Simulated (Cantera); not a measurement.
Charge: 1 mol TEOS, 8.3 mol N₂O, held at 948 K and 0.000660 bar.

Equilibrium computed with Cantera from the NASA thermochemical tables; the gas is ideal and each condensed phase is pure. Candidate condensed phases: C, C₆H₆, C₇H₈, C₈H₁₈, H₂O, Si, SiC, SiO₂, Si₂N₂O, Si₃N₄; 151 gas species. The feed counts by its element totals alone. Equilibrium is a limit: real reactors are often held back by kinetics, nucleation or transport.

Base state: H₂ 0.343, N₂ 0.316, CO 0.254, CO₂ 0.0501, H₂O 0.0374 (mole fractions); condensed: SiO₂(β-quartz).

Task: What changes in the equilibrium state with this change: N₂O from 8.3 to 28 mol?

Result: 
```csv
species,before,after
N₂,0.316,0.583
H₂O,0.0374,0.208
CO₂,0.0501,0.167
H₂,0.343,<1e-9
CO,0.254,<1e-9
O₂,<1e-9,0.0417
"SiO₂(β-quartz), mol",1.00,1.00
```

Task: What changes in the equilibrium state with this change: temperature from 948 K to 500 K?

Result: 
```tsv
species	before	after
N₂	0.316	0.414
H₂O	0.0374	0.259
H₂	0.343	0.158
CO	0.254	0.000563
CH₄	1.98e-8	0.0410
CO₂	0.0501	0.127
SiO₂(β-quartz), mol	1.00	0
C(graphite), mol	0	4.62
SiO₂(α-quartz), mol	0	1.00
```

Task: What changes in the equilibrium state with this change: N₂O from 8.3 to 10 mol?

Result: 
| species | before | after |
|---|---|---|
| N₂ | 0.316 | 0.357 |
| H₂ | 0.343 | 0.294 |
| CO | 0.254 | 0.206 |
| H₂O | 0.0374 | 0.0630 |
| CO₂ | 0.0501 | 0.0798 |
| SiO₂(β-quartz), mol | 1.00 | 1.00 |
